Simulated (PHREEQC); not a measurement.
# Nickel, zinc or cadmium bath (model solution)

Make-up at 11 °C: 0.0012 mol/kgw CdCl2, 3.4e-05 mol/kgw NaCl and 0.0005 mol/kgw HCl. It is in equilibrium with CO2 at log p = 0 (atm). Otherwise closed; pH follows from the charge balance.

The numbers come from PHREEQC with the ion-association model, phreeqc.dat.

Each row changes one thing in this solution. This is a speciation only: nothing precipitates in the calculation.

```csv
case,pH,ionic strength (mol/kgw),HCO3- (mol/kgw),NaHCO3 (mol/kgw),SI of Halite (NaCl)
as made,3.29,0.00378,3.81e-5,6.96e-10,-8.65
diluted 100-fold with water,3.86,0.000175,0.000134,2.71e-11,-12.57
CdCl2 replaced by CaCl2 at the same molality,3.30,0.00417,3.83e-5,6.96e-10,-8.62
CdCl2 replaced by MnCl2 at the same molality,3.29,0.00415,3.81e-5,6.92e-10,-8.62
HCl from 0.0005 to 0.001 mol/kgw,3.02,0.00421,2.02e-5,3.67e-10,-8.58
HCl from 0.0005 to 0.0025 mol/kgw,2.63,0.00556,8.37e-6,1.49e-10,-8.43
```

Away from 25 °C the constants follow the database's enthalpies or fits; those with neither stay at their 25 °C values.
